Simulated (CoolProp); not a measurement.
Vapour-liquid equilibrium of R125 (1) + R115 (2) at 65.2 kPa; x and y are mole fractions of (1).

The numbers come from the multi-fluid Helmholtz-energy mixture model, Lemmon 2005 and Lemmon 2016; pair parameters Bell 2016 in CoolProp.

### Question
Give the bubble temperature and the first vapour's composition at x = 0.25, 0.45, 0.55. Is there an azeotrope?

### Answer
x = 0.25: -54.9 °C, y = 0.424; x = 0.45: -56.8 °C, y = 0.572; x = 0.55: -57.2 °C, y = 0.630. y crosses x between x = 0.75 and 0.85: the model has an azeotrope there.

The pair parameters rest on a limited set of measurements; away from them the model extrapolates.
